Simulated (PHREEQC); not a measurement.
Solution (25 °C): 0.0017 mol Cd(NO3)2 per kg of water. Closed to the air; pH follows from the charge balance.

Equilibrium calculation in PHREEQC: ion-association model, phreeqc.dat.

Each row changes one thing in this solution. No solid was allowed to form.

```
case                                       pH  CdNO3+ (mol/kgw)  CdOH+ (mol/kgw)
---------------------------------------  ----  ----------------  ---------------
as made                                  6.47           1.06e-5          3.29e-7
diluted 2-fold with water                6.59           2.89e-6          2.30e-7
Cd(NO3)2 from 0.0017 to 0.0034 mol/kgw   6.35           3.76e-5          4.56e-7
4.5e-05 mol/kgw KOH added                8.56           1.03e-5          3.92e-5
temperature from 25 to 10 °C             6.72           1.69e-5          1.83e-7
Cd(NO3)2 from 0.0017 to 0.00255 mol/kgw  6.40           2.23e-5          3.99e-7
temperature from 25 to 5 °C              6.81           1.99e-5          1.49e-7
diluted 100-fold with water              6.97           1.40e-9          1.29e-8
```

Some of these states are supersaturated (in Cd(OH)2, for instance). Away from 25 °C the constants follow the database's enthalpies or fits; those with neither stay at their 25 °C values.
